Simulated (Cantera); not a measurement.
A Cantera script and its output.

```python
import numpy as np
import cantera as ct

gas = ct.Solution("h2o2.yaml")
gas.TPX = 350, 61000, {'H2': 1, 'O2': 0.685, 'N2': 2.58}
flame = ct.FreeFlame(gas, width=0.057)
flame.set_refine_criteria(ratio=3, slope=0.08, curve=0.16)
flame.transport_model = "mixture-averaged"
flame.solve(loglevel=0, auto=True)
flame.transport_model = "multicomponent"
flame.soret_enabled = False
flame.solve(loglevel=0, refine_grid=True)
z, T = flame.grid, flame.T
thick = (T[-1] - T[0]) / np.gradient(T, z).max()
show = ['H2', 'O2', 'H2O', 'H', 'O', 'H2O2']
print(f"laminar burning velocity  {flame.velocity[0] * 100:.3f} cm/s")
print(f"burnt temperature         {T[-1]:.1f} K")
print(f"thermal thickness         {thick * 1e3:.4f} mm")
print(f"grid points               {len(z)}")
z0 = z[flame.heat_release_rate.argmax()]
print(f"{'z/mm':>9s}{'T/K':>9s}{'u/(m/s)':>9s}" + "".join(f"{s:>11s}" for s in show))
rows = []
for k in (-3, -2, -1.5, -1, -0.5, -0.25, 0, 0.25, 0.5, 1, 2, 4, 8):
    zz = z0 + k * thick
    rows.append([k * thick, np.interp(zz, z, T), np.interp(zz, z, flame.velocity),
                 *(np.interp(zz, z, flame.X[gas.species_index(s)]) for s in show)])
    print(f"{rows[-1][0] * 1e3:9.3f}{rows[-1][1]:9.1f}{rows[-1][2]:9.3f}" + "".join(f"{x:11.3e}" for x in rows[-1][3:]))
```

Result:

```
laminar burning velocity  188.469 cm/s
burnt temperature         2083.3 K
thermal thickness         0.6566 mm
grid points               112
     z/mm      T/K  u/(m/s)         H2         O2        H2O          H          O       H2O2
   -1.970    350.0    1.885  2.345e-01  1.606e-01  6.177e-11  1.783e-16  6.338e-13  3.496e-13
   -1.313    350.0    1.885  2.344e-01  1.606e-01  6.960e-09  1.250e-14  4.321e-11  4.966e-11
   -0.985    350.0    1.884  2.343e-01  1.606e-01  8.264e-08  1.631e-13  3.728e-10  6.855e-10
   -0.657    350.2    1.884  2.334e-01  1.608e-01  3.465e-06  3.883e-11  9.058e-09  3.657e-08
   -0.328    376.6    1.993  2.190e-01  1.633e-01  1.177e-03  3.449e-06  1.592e-06  1.669e-05
   -0.164    649.0    3.319  1.756e-01  1.581e-01  2.614e-02  2.014e-03  1.455e-04  6.539e-05
    0.000   1062.6    5.285  1.043e-01  1.284e-01  9.572e-02  1.409e-02  2.708e-03  9.597e-06
    0.164   1355.5    6.683  4.474e-02  8.502e-02  1.721e-01  2.486e-02  8.110e-03  4.034e-06
    0.328   1516.1    7.447  2.355e-02  6.482e-02  2.051e-01  2.441e-02  1.029e-02  2.413e-06
    0.657   1674.7    8.171  1.690e-02  5.690e-02  2.209e-01  1.714e-02  9.330e-03  1.163e-06
    1.313   1819.4    8.806  1.307e-02  5.350e-02  2.322e-01  9.533e-03  6.723e-03  5.719e-07
    2.626   1934.7    9.295  8.588e-03  5.126e-02  2.428e-01  4.329e-03  4.109e-03  3.252e-07
    5.252   2014.1    9.624  4.618e-03  5.014e-02  2.512e-01  1.540e-03  2.108e-03  2.024e-07
```

Detailed kinetics in Cantera: the H2/O2 subset of GRI-Mech 3.0, which has no nitrogen chemistry. Burning velocities carry a grid error of a few per cent, more on coarse grids.
